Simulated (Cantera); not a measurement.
A perfectly stirred reactor is fed with 20.1 % CH3OH, 16.8 % O2, 63.1 % N2, equivalence ratio 1.8, at 4.54 atm; it is adiabatic with a 600 K inlet, and is followed from long to short residence time, starting on the burning branch (τ in s: 0.04, 0.014, 0.0046, 0.0016, 0.00053, 0.00018, 6.1e-05, 2.1e-05, 7e-06).

Detailed kinetics in Cantera: GRI-Mech 3.0 (53 species, 325 reactions). GRI-Mech 3.0 was tuned for natural gas; its chemistry of methanol as a main component is partial and can be far from experiment.

Predict: blow-out, bracketed by the residence times tried; x(CH3OH) at τ = 40.0 ms; x(O2) at τ = 40.0 ms; x(CH4) at τ = 40.0 ms; x(HCN) at τ = 40.0 ms; x(CH2) at τ = 40.0 ms; x(CH3OH) at τ = 0.530 ms; x(O2) at τ = 0.530 ms; x(CH4) at τ = 0.530 ms; x(HCN) at τ = 0.530 ms; x(CH2) at τ = 0.530 ms.


```json
{
  "blow_out_bracketed_by_the_residence_times_tried": "burning at 61.0 µs, out at 21.0 µs",
  "x(CH3OH) at τ = 40.0 ms": "3.22e-6",
  "x(O2) at τ = 40.0 ms": "6.35e-5",
  "x(CH4) at τ = 40.0 ms": "4.94e-5",
  "x(HCN) at τ = 40.0 ms": "7.89e-7",
  "x(CH2) at τ = 40.0 ms": "5.97e-8",
  "x(CH3OH) at τ = 0.530 ms": "5.46e-5",
  "x(O2) at τ = 0.530 ms": "0.00104",
  "x(CH4) at τ = 0.530 ms": "0.000194",
  "x(HCN) at τ = 0.530 ms": "1.27e-5",
  "x(CH2) at τ = 0.530 ms": "2.58e-6"
}
```
